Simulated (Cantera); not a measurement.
# Premixed flame

A freely propagating, adiabatic, planar premixed flame of CH4 : CO : O2 : N2 = 1 : 0.55 : 1.75 : 4.9 (molar parts), equivalence ratio 1.3, unburnt at 448 K and 13300 Pa; mixture-averaged transport, grid criteria slope 0.08 and curve 0.16, no radiation.

Model: GRI-Mech 3.0 (53 species, 325 reactions), integrated in Cantera. Burning velocities carry a grid error of a few per cent, more on coarse grids.

```
z (mm)  T (K)  u (m/s)     x CH4    x CO     x O2     x HCO   x H2O2    x C2H2
------  -----  -------  --------  ------  -------  --------  -------  --------
-5.02     448     1.56     0.122  0.0670    0.213     <1e-8    <1e-8     <1e-8
-3.35     448     1.56     0.122  0.0669    0.213     <1e-8  8.46e-8     <1e-8
-2.51     451     1.58     0.121  0.0666    0.212     <1e-8  8.47e-7   4.34e-8
-1.67     507     1.79     0.117  0.0667    0.207     <1e-8  4.57e-6   2.09e-6
-0.837    965     3.50    0.0849  0.0794    0.172   2.82e-6  3.81e-6   6.03e-5
-0.419   1425     5.27    0.0460   0.101    0.123   5.52e-5  2.87e-6  0.000211
0        1831     6.86    0.0128   0.124   0.0694  0.000148  1.13e-6  0.000402
0.419    2020     7.59   0.00166   0.128   0.0349   7.33e-5  2.31e-7  0.000174
0.837    2069     7.75  0.000127   0.120   0.0196   1.06e-5  4.95e-8   2.20e-5
1.67     2091     7.79   5.67e-7   0.106   0.0113   1.20e-7  3.56e-8   1.40e-7
3.35     2106     7.81     <1e-8  0.0980  0.00927   5.05e-8  3.29e-8     <1e-8
6.70     2122     7.86     <1e-8  0.0966  0.00869   4.76e-8  3.09e-8     <1e-8
13.4     2149     7.94     <1e-8  0.0964  0.00806   4.36e-8  2.83e-8     <1e-8
```
x: mole fraction of selected species; z is measured from the peak of heat release.

| Quantity | Result |
|---|---|
| laminar burning velocity | 156 cm/s |
| thermal thickness | 1.67 mm |
| peak x(HCO) | 0.000148 |
| peak x(H2O2) | 4.95e-6 |
| peak x(C2H2) | 0.000402 |
| grid points | 155 |
